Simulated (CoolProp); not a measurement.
The fluid at 454.61 K and 0.0421 MPa expands adiabatically to 0.00398 MPa with isentropic efficiency 1. The same conditions are run with several fluids, on thermodynamics alone (safety and materials aside).

Computed with CoolProp (reference Helmholtz-energy equation of state of each fluid (decamethyltetrasiloxane (MD2M): Thol 2017; neopentane: Lemmon 2006; n-octane: Beckmüller 2019; cyclopentane: Gedanitz 2015; cyclopropane: Polt 1992)). The equations of Platzer and Polt are older, rougher fits.

```json
[
 {"fluid": "decamethyltetrasiloxane (MD2M)", "work (kJ/kg)": "…", "final temperature (K)": "438.0", "final density (kg/m³)": "0.341"},
 {"fluid": "neopentane", "work (kJ/kg)": "…", "final temperature (K)": "403.6", "final density (kg/m³)": "…"},
 {"fluid": "n-octane", "work (kJ/kg)": "74.7", "final temperature (K)": "420.9", "final density (kg/m³)": "0.130"},
 {"fluid": "cyclopentane", "work (kJ/kg)": "118", "final temperature (K)": "388.7", "final density (kg/m³)": "0.0864"},
 {"fluid": "cyclopropane", "work (kJ/kg)": "188", "final temperature (K)": "352.1", "final density (kg/m³)": "…"}
]
```

Task: Some entries are withheld; supply them.

Result: 
- decamethyltetrasiloxane (MD2M), work (kJ/kg): 27.8
- neopentane, work (kJ/kg): 116
- neopentane, final density (kg/m³): 0.0856
- cyclopropane, final density (kg/m³): 0.0572
